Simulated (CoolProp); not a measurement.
Model: reference Helmholtz-energy equation of state, Platzer 1990, in CoolProp. This equation is an older, rougher fit.

### Question
For R13, give the phase and the cp (kJ/(kg K)), viscosity (µPa s) at 16.75 °C and 101 kPa; 42.45 °C and 101 kPa.

### Answer
- 16.75 °C and 101 kPa: gas; cp 0.636, viscosity 14.0
- 42.45 °C and 101 kPa: gas; cp 0.665, viscosity 15.1

Viscosity comes from a separate model (Huber 2003), an estimate that may be off by 10 % or more.
